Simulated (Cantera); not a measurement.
Charge: 1 mol Ta2O5, a varied amount of CH4, 1.1 mol H2, at 1.30 mbar.

Method: chemical equilibrium by Gibbs-energy minimisation in Cantera with the NASA 1993 tables (ideal gas, pure condensed phases). Candidate condensed phases: C, C6H6, C7H8, C8H18, H2O, Ta, TaC, Ta2O5; 113 gas species. Mutual solubility and eutectic melting of coexisting phases are not modelled. TaC: taken at fixed stoichiometry. Condensed phases not in the tables: Ta2C, N, O or C dissolved in the metal. Rates play no part.

Stable condensed phases, one row left out:

```
T in °C \ n(CH4) in mol
         0.52 0.64 0.79 0.98  1.2  1.5  1.8  2.3
   2350     A    A    A    A    A    A    A    B
   2150     C    C    C    C    C    B    B    B
   2050     D    D    D    D    D    D    D    D
   1950     D    D    D    D    D    D    D    D
   1850     D    D    D    D    D    D    D    D
   1750     D    D    D    D    D    D    D    D
   1650     D    D    D    D    D    D    D    D
   1550     D    D    E    E    E    E    E    E
```

A: gas only; B: Ta; C: Ta2O5; D: Ta + Ta2O5; E: Ta + TaC + Ta2O5.

Task: Give the row for 2250 °C.

Result: 0.52: Ta2O5; 0.64: Ta2O5; 0.79: Ta2O5; 0.98: gas only; 1.2: gas only; 1.5: gas only; 1.8: Ta; 2.3: Ta.
